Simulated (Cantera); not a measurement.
Standard-state values (1 bar) from the NASA 1993 polynomials, evaluated with Cantera. Values are per mole of reaction as written; species without (g) are pure solids or liquids, kept so even where they would boil at 1 bar.

Between 1248 and 1698 K, where is each reaction favourable under standard conditions?
- N2O(g) + 2 PH3(g) = O(g) + P2(g) + 2 NH3(g)


- N2O(g) + 2 PH3(g) = O(g) + P2(g) + 2 NH3(g): ΔG° is 53 kJ at 1248 K and 0 kJ at 1698 K; it stays positive (K < 1). ΔH° is 196 kJ and ΔS° 115 J/K at 1698 K.
